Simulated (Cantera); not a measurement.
An adiabatic, constant-pressure homogeneous reactor starts with CH4 : O2 : N2 : H2O = 1 : 2.15 : 8.09 : 0.25 (molar parts), equivalence ratio 0.93, at 1198 K and 760 Torr. Integrator tolerance rtol = 1e-08.

Cantera simulation using GRI-Mech 3.0 (53 species, 325 reactions); the numbers are that mechanism's predictions, not measurements.

Question: What does this change do: CH4 1 to 0.53 parts?

Answer: 
```
quantity                                                              before                                    after
---------------------------------  -----------------------------------------  ---------------------------------------
time of steepest temperature rise                                    47.5 ms                                  33.8 ms
temperature at 1.00 s                                                 2574 K                                   2164 K
equilibrium temperature                                               2574 K                                   2163 K
x(CH4) at 1.00 s                       <1e-12 (gas-phase equilibrium <1e-12)    <1e-12 (gas-phase equilibrium <1e-12)
x(O2) at 1.00 s                        0.0213 (gas-phase equilibrium 0.0213)    0.0944 (gas-phase equilibrium 0.0942)
x(H2O) at 1.00 s                         0.173 (gas-phase equilibrium 0.173)      0.116 (gas-phase equilibrium 0.116)
x(CH2O) at 1.00 s                  9.25e-11 (gas-phase equilibrium 9.25e-11)    <1e-12 (gas-phase equilibrium <1e-12)
x(CO2) at 1.00 s                       0.0621 (gas-phase equilibrium 0.0621)    0.0473 (gas-phase equilibrium 0.0473)
x(NO) at 1.00 s                      0.00776 (gas-phase equilibrium 0.00776)  0.00712 (gas-phase equilibrium 0.00750)
```
